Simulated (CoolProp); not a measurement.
Methanol at 293.15 K and 0.00612 MPa is compressed adiabatically to 0.0196 MPa with isentropic efficiency 0.7. Each further row changes one setting.

Computed with CoolProp (reference Helmholtz-energy equation of state, de Reuck 1993).

| case | work (kJ/kg) | final temperature (K) | final density (kg/m³) |
|---|---|---|---|
| as stated | 140 | 387.0 | 0.196 |
| efficiency 1 | 97.9 | 360.3 | 0.211 |
| efficiency 0.65 | 151 | 393.7 | 0.192 |
